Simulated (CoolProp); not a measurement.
Ammonia along the isotherm 725 K: Z from the reference equation and from simpler models built on Tc = 405.6 K, pc = 11.36 MPa, ω = 0.256; each cubic takes its own stable root.

Values from CoolProp's reference Helmholtz-energy equation of state, Gao 2020.

| p (MPa) | phase | reference |
|---|---|---|
| 4.73 | gas | 0.9858 |
| 9.47 | gas | 0.9727 |
| 14.2 | supercritical | 0.9608 |
| 18.9 | supercritical | 0.9504 |
| 23.7 | supercritical | 0.9414 |
| 28.4 | supercritical | 0.9341 |
| 33.1 | supercritical | 0.9285 |
| 37.9 | supercritical | 0.9244 |
| 42.6 | supercritical | 0.9221 |
| 47.3 | supercritical | 0.9215 |
| 52.1 | supercritical | 0.9225 |
| 56.8 | supercritical | 0.9252 |

Question: How far does each simpler model (van der Waals, Soave-Redlich-Kwong, Peng-Robinson) lie from the reference over these 12 states: mean and median of the absolute difference, and the worst?

Answer: 
- van der Waals: mean 4.8 %, median 5.1 %, worst -7.0 % at 725 K and 33.1 MPa
- Soave-Redlich-Kwong: mean 6.6 %, median 6.5 %, worst +12.7 % at 725 K and 56.8 MPa
- Peng-Robinson: mean 3.1 %, median 2.8 %, worst +7.2 % at 725 K and 56.8 MPa
